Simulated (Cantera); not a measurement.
A perfectly stirred reactor is fed with 58.4 % N₂O, 0.117 % H₂, 41.5 % N₂, at 135 Torr; it is held at 1600 K, and followed from long to short residence time.

Model: GRI-Mech 3.0 (53 species, 325 reactions), integrated in Cantera. GRI-Mech 3.0 was tuned for natural gas; its chemistry of N2O as a main component is partial and can be far from experiment. The temperature is held fixed by assumption; the heat of reaction is taken as removed at once.

x: mole fraction; the columns are a selection and need not sum to one.

| τ (s) | x N₂O | x H₂ | x O | x H₂O₂ | x N₂ | x NO |
|---|---|---|---|---|---|---|
| 2.1 | 0.00894 | 8.13e-7 | 8.18e-5 | 2.77e-10 | 0.727 | 0.0822 |
| 0.53 | 0.0297 | 2.22e-6 | 0.000118 | 3.93e-10 | 0.705 | 0.0997 |
| 0.14 | 0.0914 | 6.77e-6 | 0.000144 | 5.16e-10 | 0.667 | 0.0996 |
| 0.035 | 0.243 | 2.44e-5 | 0.000159 | 7.50e-10 | 0.588 | 0.0727 |
| 0.0090 | 0.427 | 8.51e-5 | 0.000163 | ___ | 0.494 | 0.0337 |
| 0.0023 | 0.533 | 0.000260 | 0.000162 | ___ | 0.441 | 0.0106 |
| 0.00060 | 0.570 | 0.000611 | 0.000157 | ___ | 0.422 | 0.00288 |
| 0.00015 | 0.581 | 0.000999 | 0.000143 | ___ | 0.417 | 0.000682 |

Question: Complete the blanks.

Answer: 
- 0.0090, x H₂O₂: 1.62e-9
- 0.0023, x H₂O₂: 6.87e-9
- 0.00060, x H₂O₂: 2.17e-8
- 0.00015, x H₂O₂: 1.56e-8
